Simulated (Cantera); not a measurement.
A perfectly stirred reactor is fed with NO : N2 = 1 : 0.6 (molar parts), at 0.0267 bar; it is held at 2200 K, and followed from long to short residence time.

Model: GRI-Mech 3.0 (53 species, 325 reactions), integrated in Cantera. Radical loss at walls, strong at low pressure, is not modelled.

Problem. Predict: x(NO) at τ = 26.0 s; x(O) at τ = 26.0 s; x(N2) at τ = 26.0 s; x(NO2) at τ = 26.0 s; x(N2O) at τ = 26.0 s; x(NO) at τ = 0.170 s; x(O) at τ = 0.170 s; x(N2) at τ = 0.170 s; x(NO2) at τ = 0.170 s; x(N2O) at τ = 0.170 s.

Solution. 
- x(NO) at τ = 26.0 s: 0.0365
- x(O) at τ = 26.0 s: 0.00890
- x(N2) at τ = 26.0 s: 0.666
- x(NO2) at τ = 26.0 s: 8.90e-6
- x(N2O) at τ = 26.0 s: 3.51e-7
- x(NO) at τ = 0.170 s: 0.551
- x(O) at τ = 0.170 s: 0.00354
- x(N2) at τ = 0.170 s: 0.411
- x(NO2) at τ = 0.170 s: 4.59e-5
- x(N2O) at τ = 0.170 s: 9.75e-5
